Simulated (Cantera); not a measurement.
Charge: 1 mol BN, 6 mol F₂, 0.98 mol H₂, held at 948 K and 0.0133 bar.

Method: chemical equilibrium by Gibbs-energy minimisation in Cantera with the NASA 1993 tables (ideal gas, pure condensed phases). Candidate condensed phases: B, BN; 31 gas species. The numbers say what is thermodynamically allowed, not how fast it happens.

Base state: F₂ 0.300, F 0.271, HF 0.243, BF₃ 0.124, N₂ 0.0617, NF₃ 0.000521 (mole fractions); condensed: gas only.

Problem. What changes in the equilibrium state with this change: H₂ from 0.98 to 2.7 mol?

Solution. 
```
species    before     after
-------  --------  --------
HF          0.243     0.570
F           0.271     0.163
F₂          0.300     0.109
BF₃         0.124     0.106
N₂         0.0617    0.0528
NF₃      0.000521  0.000105
```

Problem. What changes in the equilibrium state with this change: pressure from 0.0133 bar to 0.100 bar?

Solution. 
```json
[
 {"species": "F₂", "before": "0.300", "after": "0.411"},
 {"species": "HF", "before": "0.243", "after": "0.266"},
 {"species": "BF₃", "before": "0.124", "after": "0.136"},
 {"species": "F", "before": "0.271", "after": "0.116"},
 {"species": "N₂", "before": "0.0617", "after": "0.0647"},
 {"species": "NF₃", "before": "0.000521", "after": "0.00641"}
]
```
